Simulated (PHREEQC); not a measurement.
Dissolve 0.047 mol/kgw HNO3 and 0.0007 mol/kgw CuCl2 at 20 °C. Closed to the air; pH follows from the charge balance.

All values are PHREEQC results (ion-association model, phreeqc.dat), not measurements.

This is a speciation only: nothing precipitates in the calculation.

What pH, specific conductance does the model give?

pH 1.40; specific conductance 15500 µS/cm.
